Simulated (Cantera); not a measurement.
# (CH3)2SiCl2 + H2 (silicon carbide growth)

Charge: 1 mol (CH3)2SiCl2, 15 mol H2, equilibrated at 10.0 Torr.

Equilibrium computed with Cantera from the NASA thermochemical tables; the gas is ideal and each condensed phase is pure. Candidate condensed phases: C, C6H6, C7H8, C8H18, Si, SiC; 109 gas species. The feed counts by its element totals alone. The tables' values for SiCl are old estimates; treat these amounts as uncertain. Gases not in the tables: Si2H6 and higher silanes. Rates play no part.

```tsv
T (K)	log p H2	log p HCl	log p H	log p Cl	log p Si	log p C2H2 (acetylene)	log p SiCl2	n C(graphite)	n SiC(s)
1900	-1.93	-2.87	-4.06	-5.13	-6.33	-5.34	-4.81	1.01	0.976
1925	-1.93	-2.87	-3.98	-5.05	-6.15	-5.27	-4.78	1.01	0.974
1950	-1.93	-2.87	-3.90	-4.97	-5.97	-5.19	-4.75	1.01	0.972
1975	-1.93	-2.87	-3.83	-4.90	-5.79	-5.12	-4.72	1.01	0.969
2000	-1.93	-2.87	-3.75	-4.83	-5.62	-5.04	-4.70	1.01	0.966
2025	-1.93	-2.88	-3.68	-4.76	-5.46	-4.97	-4.68	1.01	0.962
2050	-1.93	-2.88	-3.61	-4.69	-5.29	-4.91	-4.65	1.01	0.957
2075	-1.93	-2.88	-3.54	-4.62	-5.14	-4.84	-4.63	1.01	0.951
2100	-1.94	-2.88	-3.47	-4.56	-4.98	-4.78	-4.61	1.01	0.943
2125	-1.94	-2.89	-3.41	-4.49	-4.83	-4.71	-4.59	1.01	0.932
2150	-1.94	-2.89	-3.34	-4.43	-4.69	-4.65	-4.57	1.01	0.918
2175	-1.94	-2.90	-3.28	-4.37	-4.54	-4.59	-4.56	1.02	0.900
2200	-1.95	-2.90	-3.22	-4.32	-4.40	-4.54	-4.54	1.02	0.876
2225	-1.95	-2.91	-3.16	-4.26	-4.27	-4.48	-4.53	1.04	0.843
```
log p: log10 of the partial pressure in bar; n: condensed amount in mol.

From 1900 K to 2225 K the condensed part is C(graphite) + SiC(s). The main Si-bearing gas is SiCl2 at 1900 K and Si at 2225 K. The share of Si in condensed phases is highest at 1900 K (97.6 %) and lowest at 2225 K (84.3 %).
